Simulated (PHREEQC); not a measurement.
## Copper plating or etch bath: an equilibrium model

Dissolve 0.0095 mol/kgw Cu(NO3)2, 1.4e-05 mol/kgw HNO3 and 0.00043 mol/kgw NaCl at 50 °C. Closed to the air; pH follows from the charge balance.

Computed with PHREEQC (ion-association model, phreeqc.dat).

```
Item                           Value
--------------------  --------------
pH                              4.41
ionic strength        0.0289 mol/kgw
specific conductance      3410 µS/cm
total alkalinity      -0.0140 meq/kg
```

| species | molality | activity | log γ |
|---|---|---|---|
| NO3- | 0.0190 | 0.0159 | -0.078 |
| Cu+2 | 0.00945 | 0.00506 | -0.271 |
| Na+ | 0.000430 | 0.000365 | -0.071 |
| Cl- | 0.000413 | 0.000347 | -0.075 |
| H+ | 4.45e-5 | 3.88e-5 | -0.060 |
| CuCl+ | 1.74e-5 | 1.46e-5 | -0.074 |

No solid was allowed to form. At this temperature some constants are extrapolated from 25 °C, and those without enthalpy data are left unchanged.
